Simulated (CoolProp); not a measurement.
Computed with CoolProp (reference Helmholtz-energy equation of state, Akasaka 2024).

Question: For R1132(E), give the phase and the Z, isothermal compressibility (1/MPa), expansivity (1/kK) at 400 K and 51.1 bar.

Answer: 
- 400 K and 51.1 bar: gas; Z 0.760, isothermal compressibility 0.265, expansivity 6.20
